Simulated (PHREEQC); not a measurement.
## Hard or scaling water (model solution)

Dissolve 0.04 mol/kgw MgCl2, 0.0005 mol/kgw CO2 and 6.5e-07 mol/kgw H4SiO4 at 20 °C. Closed to the air; pH follows from the charge balance.

Model: ion-association model, phreeqc.dat, run in PHREEQC.

No solid was allowed to form.

Task: Predict the pH, density.

Result: pH 4.80; density 1.001 g/cm³.

Task: In which forms is C present?

Result: CO2 96 %, HCO3- 3.3 %, MgHCO3+ 0.6 % of the C.
